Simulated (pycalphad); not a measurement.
CALPHAD calculation (pycalphad, COST 507 light-alloy database (1999)), 1 atm. The database dates from 1999; later assessments differ in places, in temperatures and in the compounds included. Kinetics are ignored, which matters at the lower temperatures.

Molar enthalpy of Si-1.7Y (at.%) in equilibrium (SER reference):

| T (°C) | H (kJ/mol) | phases |
|---|---|---|
| 2177 | 104.39 | LIQUID |
| 2077 | 101.64 | LIQUID |
| 1977 | 98.90 | LIQUID |
| 1877 | 96.15 | LIQUID |
| 1777 | 93.40 | LIQUID |
| 1677 | 90.66 | LIQUID |
| 1577 | 87.91 | LIQUID |
| 1477 | 85.16 | LIQUID |
| 1377 | 54.06 | DIAMOND_A4 + LIQUID |
| 1277 | 38.25 | DIAMOND_A4 + LIQUID |
| 1177 | 25.61 | DIAMOND_A4 + SI2Y_R |
| 1077 | 22.79 | DIAMOND_A4 + SI2Y_R |
| 977 | 20.02 | DIAMOND_A4 + SI2Y_R |
| 877 | 17.29 | DIAMOND_A4 + SI2Y_R |
| 777 | 14.60 | DIAMOND_A4 + SI2Y_R |
| 677 | 11.96 | DIAMOND_A4 + SI2Y_R |
| 577 | 9.36 | DIAMOND_A4 + SI2Y_R |
| 477 | 6.82 | DIAMOND_A4 + SI2Y_R |
| 377 | 4.33 | DIAMOND_A4 + SI2Y_R |
| 277 | 1.91 | DIAMOND_A4 + SI2Y_R |

Cooling from 1477 °C to 1177 °C, across the freezing range, releases 59.6 kJ/mol, or 2050 J/g. The slope is 27 J/(mol K) in the liquid and 28 J/(mol K) just below the solidus, where it includes any heat of precipitation. Liquidus 1402 °C, solidus 1212 °C. Changes were sought between steps of 100 K, so a narrower field can be missed.

Database names, with the compositions (at.%) that they take in these runs: SI2Y_R: Si 67 Y 33. DIAMOND_A4 is diamond (Si).
